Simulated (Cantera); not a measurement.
Feed: 1 mol SiF₄, 0.64 mol N₂O, 0.17 mol H₂, equilibrated at 1500 K and 100000 Pa.

Cantera equilibrium calculation (NASA polynomials, part measured and part estimated; ideal gas, pure solids and liquids). Candidate condensed phases: H₂O, Si, SiO₂, Si₂N₂O, Si₃N₄; 58 gas species. The tables hold silica as quartz up to 1696 K and as liquid above; real silica turns to tridymite and cristobalite and melts near 1996 K. Rates play no part.

Base state: SiF₄ 0.435, N₂ 0.301, HF 0.145, O₂ 0.110, H₂O 0.00767, NO 0.000549, OH 1.85e-5 (mole fractions); condensed: SiO₂(β-quartz).

### Question
What changes in the equilibrium state with this change: H₂ from 0.17 to 14 mol?

### Answer
```tsv
species	before	after
H₂	4.37e-8	0.839
HF	0.145	0.0698
SiF₄	0.435	0.0450
N₂	0.301	0.0402
O₂	0.110	<1e-9
NO	0.000549	<1e-9
SiHF₃	<1e-9	0.000266
OH	1.85e-5	3.04e-9
SiO₂(β-quartz), mol	0.0768	0.276
```
The tables' values for SiF₃ are old estimates; treat these amounts as uncertain.
